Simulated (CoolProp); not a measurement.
A Linde-Hampson liquefier for ethane: isothermal reversible compression at 320 K from 1 atm to 40 MPa, throttling to 1 atm, return gas leaving the recuperator 2 K below the feed. Each further row changes one setting.

Computed with CoolProp (reference Helmholtz-energy equation of state, Bücker 2006).

| case | liquid yield per pass | compression work (kJ/kg of gas) |
|---|---|---|
| as stated | 0.458 | 414 |
| high pressure 80 MPa | 0.407 | 499 |
| warm-end temperature 350 K | 0.389 | 482 |
| warm-end gap 7 K | 0.451 | 414 |
